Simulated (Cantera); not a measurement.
## Hydrocarbon pyrolysis for carbon deposition

An isothermal, constant-pressure homogeneous reactor starts with C2H6 : N2 = 1 : 1 (molar parts), at 1625 K and 20.0 Torr.

Model: GRI-Mech 3.0 (53 species, 325 reactions), integrated in Cantera. GRI-Mech 3.0 stops at C3 and has no aromatics, soot or wall deposition, so with more carbon than oxygen in the feed, carbon stays in small species such as C2H2 where larger ones or solid carbon would form. Radical loss at walls, strong at low pressure, is not modelled.

```json
[
 {"t (s)": "9.00e-5", "x C2H6": "0.402", "x HCN": "2.90e-8", "x H": "0.000542", "x CH2": "3.01e-5", "x C2H": "1.51e-8"},
 {"t (s)": "0.000513", "x C2H6": "0.0692", "x HCN": "1.80e-7", "x H": "0.00115", "x CH2": "3.08e-5", "x C2H": "9.37e-7"},
 {"t (s)": "0.00292", "x C2H6": "0.000732", "x HCN": "2.43e-7", "x H": "0.000370", "x CH2": "2.34e-6", "x C2H": "6.84e-7"},
 {"t (s)": "0.0166", "x C2H6": "5.33e-5", "x HCN": "2.34e-7", "x H": "0.000121", "x CH2": "2.64e-7", "x C2H": "2.62e-7"},
 {"t (s)": "0.0949", "x C2H6": "4.39e-5", "x HCN": "2.34e-7", "x H": "0.000145", "x CH2": "2.76e-7", "x C2H": "3.21e-7"},
 {"t (s)": "0.541", "x C2H6": "1.55e-5", "x HCN": "2.73e-7", "x H": "0.000188", "x CH2": "2.03e-7", "x C2H": "3.86e-7"},
 {"t (s)": "3.08", "x C2H6": "9.48e-7", "x HCN": "4.45e-7", "x H": "0.000276", "x CH2": "7.96e-8", "x C2H": "5.37e-7"},
 {"t (s)": "17.6", "x C2H6": "3.22e-8", "x HCN": "7.29e-7", "x H": "0.000306", "x CH2": "1.53e-8", "x C2H": "5.88e-7"},
 {"t (s)": "100", "x C2H6": "1.41e-8", "x HCN": "1.28e-6", "x H": "0.000307", "x CH2": "8.47e-9", "x C2H": "5.90e-7"}
]
```
x: mole fraction; the columns are a selection and need not sum to one.

Equilibrium at this temperature and pressure: C2H6 1.10e-8, HCN 0.107, H 0.000307, CH2 7.50e-9, C2H 4.63e-7 (gas phase only).
